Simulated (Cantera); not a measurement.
**Ignition delay**

Mixture: CH₄ : C₂H₆ : O₂ : N₂ = 1 : 0.037 : 2.31 : 8.7 (molar parts), at 23300 Torr, adiabatic and at constant volume. Ignition delay is the time to a rise of 400 K.

Detailed kinetics in Cantera: GRI-Mech 3.0 (53 species, 325 reactions). The pressure lies above the range GRI-Mech 3.0 was tuned for (to about 10 atm).

| T0 (K) | delay (ms) |
|---|---|
| 1300 | 0.227 |
| 1375 | 0.111 |
| 1450 | 0.0563 |
| 1525 | 0.0296 |
| 1600 | 0.0161 |
| 1675 | 0.00905 |
| 1750 | 0.00530 |
| 1825 | 0.00324 |
| 1900 | 0.00207 |

```
Quantity                                                 Value
--------------------------------------------------  ----------
apparent activation energy between 1750 and 1900 K  170 kJ/mol
```
